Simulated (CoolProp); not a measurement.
Values from CoolProp's reference Helmholtz-energy equation of state, Lemmon 2006. It is a short technical equation, of lower accuracy than the large ones.

For carbonyl sulfide, give the phase and the speed of sound (m/s), fugacity coefficient at 339.9 K and 17.7 bar; 339.9 K and 106 bar; 339.9 K and 124 bar.


- 339.9 K and 17.7 bar: gas; speed of sound 218, fugacity coefficient 0.872
- 339.9 K and 106 bar: liquid; speed of sound 573, fugacity coefficient 0.276
- 339.9 K and 124 bar: liquid; speed of sound 595, fugacity coefficient 0.246
